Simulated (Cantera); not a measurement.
Feed: 1 mol Al2O3, 500 mol H2, 4.8 mol N2, equilibrated at 700 °C and 1.60 bar.

Cantera equilibrium calculation (NASA polynomials, part measured and part estimated; ideal gas, pure solids and liquids). Candidate condensed phases: Al, AlN, Al2O3, H2O; 35 gas species. Kinetics and transport are ignored.

### Question
What is the equilibrium state?

### Answer
```
Item                                 Result
--------------------------------  ---------
x(H2)                                 0.990
x(N2)                               0.00946
x(NH3)                             0.000107
n(Al2O3(s))                       1.000 mol
gas amount                        504.7 mol
log10 activity of Al(l) (absent)     -10.63
```
